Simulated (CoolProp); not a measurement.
Vapour-liquid equilibrium of ethylene (1) + 1-butene (2) at 341 kPa; x and y are mole fractions of (1).

The numbers come from the multi-fluid Helmholtz-energy mixture model, Smukala 2000 and Lemmon 2005; pair parameters Bell 2016 in CoolProp.

```csv
x,bubble temperature (K),y at the bubble point,dew temperature at overall composition x (K),liquid density (mol/L)
0.05,280.6,0.507,301.0,11.04
0.2,239.5,0.920,295.2,12.59
0.35,221.1,0.975,288.7,13.78
0.5,210.6,0.990,281.0,14.92
0.65,203.7,0.995,271.4,16.08
0.8,198.5,0.998,257.9,17.30
0.95,194.4,1.000,231.4,18.55
```

No azeotrope shows between x = 0.05 and 0.95.

The pair parameters rest on a limited set of measurements; away from them the model extrapolates.
